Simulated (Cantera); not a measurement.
# Equilibrium for silicon oxide and oxynitride deposition: HMDSO + O2 + NO

Input: 1 mol HMDSO, 26 mol O2, 5.9 mol NO, held at 1330 Pa.

Equilibrium computed with Cantera from the NASA thermochemical tables; the gas is ideal and each condensed phase is pure. Candidate condensed phases: C, C6H6, C7H8, C8H18, H2O, Si, SiC, SiO2, Si2N2O, Si3N4; 151 gas species. The feed counts by its element totals alone. The numbers say what is thermodynamically allowed, not how fast it happens.

From 750 K to 825 K the condensed part is SiO2(α-quartz). From 850 K to 950 K the condensed part is SiO2(β-quartz).

```csv
T (K),x O2,x H2O,x CO2,x N2,x NO,x OH,n SiO2(α-quartz),n SiO2(β-quartz)
750,0.486,0.258,0.172,0.0845,3.99e-7,1.00e-9,2.00,0
775,0.486,0.258,0.172,0.0845,6.41e-7,2.32e-9,2.00,0
800,0.486,0.258,0.172,0.0845,9.98e-7,5.08e-9,2.00,0
825,0.486,0.258,0.172,0.0845,1.51e-6,1.06e-8,2.00,0
850,0.486,0.258,0.172,0.0845,2.24e-6,2.13e-8,0,2.00
875,0.486,0.258,0.172,0.0845,3.24e-6,4.11e-8,0,2.00
900,0.486,0.258,0.172,0.0845,4.59e-6,7.64e-8,0,2.00
925,0.486,0.258,0.172,0.0845,6.39e-6,1.37e-7,0,2.00
950,0.486,0.258,0.172,0.0845,8.74e-6,2.40e-7,0,2.00
```
x: gas mole fraction; n: condensed amount in mol.
